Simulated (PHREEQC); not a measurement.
Make-up at 25 °C: 1.1 mmol/kgw HF and 1.3 mmol/kgw NaF. Closed to the air; pH follows from the charge balance.

Equilibrium calculation in PHREEQC: ion-association model, phreeqc.dat.

Each row changes one thing in this solution. Precipitation was switched off in this run.

```tsv
case	pH	ionic strength (mol/kgw)	F- (mol/kgw)	HF (mol/kgw)	HF2- (mol/kgw)
as made	3.49	0.00164	0.00163	0.000757	4.74e-6
HF from 0.0011 to 0.00121 mol/kgw	3.45	0.00167	0.00166	0.000837	5.34e-6
NaF from 0.0013 to 0.013 mol/kgw	4.24	0.0130	0.0129	0.000988	4.90e-5
8e-05 mol/kgw CaBr2 added	3.49	0.00188	0.00163	0.000756	4.74e-6
NaF left out	3.24	0.000596	0.000595	0.000503	1.15e-6
4.4e-05 mol/kgw FeCl2 added	3.49	0.00177	0.00163	0.000757	4.74e-6
temperature from 25 to 45 °C	3.59	0.00156	0.00156	0.000828	5.53e-6
HF from 0.0011 to 0.00055 mol/kgw	3.76	0.00148	0.00148	0.000367	2.08e-6
```

Some of these states are supersaturated (in Fluorite, for instance). At this temperature some constants are extrapolated from 25 °C, and those without enthalpy data are left unchanged.
